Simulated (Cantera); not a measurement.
# Thermodynamics of aluminium nitride and oxide growth, feed AlCl₃ + NH₃ + H₂

Feed: 1 mol AlCl₃, 160 mol NH₃, 16 mol H₂, equilibrated at 0.00950 bar.

Cantera equilibrium calculation (NASA polynomials, part measured and part estimated; ideal gas, pure solids and liquids). Candidate condensed phases: Al, AlCl₃, AlN, NH₄Cl; 20 gas species. The tables' values for AlCl₂ are old estimates; treat these amounts as uncertain. Equilibrium is a limit: real reactors are often held back by kinetics, nucleation or transport.

From 873 K to 1473 K the condensed part is AlN(s). At 1573 K nothing is condensed. The main Al-bearing gas is AlCl₃ at 873 K and AlCl at 1573 K. The share of Al in condensed phases is highest at 873 K (99.4 %) and lowest at 1573 K (0.0 %).

| T (K) | log p H₂ | log p N₂ | log p HCl | log p AlCl | n AlN(s) |
|---|---|---|---|---|---|
| 873 | -2.14 | -2.65 | -4.08 | -13.68 | 0.994 |
| 973 | -2.14 | -2.65 | -4.08 | -11.50 | 0.993 |
| 1073 | -2.14 | -2.65 | -4.08 | -9.72 | 0.991 |
| 1173 | -2.14 | -2.65 | -4.08 | -8.26 | 0.990 |
| 1273 | -2.14 | -2.65 | -4.08 | -7.03 | 0.984 |
| 1373 | -2.14 | -2.65 | -4.08 | -5.99 | 0.946 |
| 1473 | -2.14 | -2.65 | -4.12 | -5.13 | 0.707 |
| 1573 | -2.14 | -2.65 | -4.26 | -4.56 | 0 |
log p: log10 of the partial pressure in bar; n: condensed amount in mol.
